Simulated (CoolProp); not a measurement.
The numbers come from the reference Helmholtz-energy equation of state, Lemmon 2006 in CoolProp. It is a short technical equation, of lower accuracy than the large ones.

Q: For toluene, give the phase and the cp (kJ/(kg K)), cv (kJ/(kg K)) at 68.15 °C and 6.88 MPa.

A: 
- 68.15 °C and 6.88 MPa: liquid; cp 1.84, cv 1.40
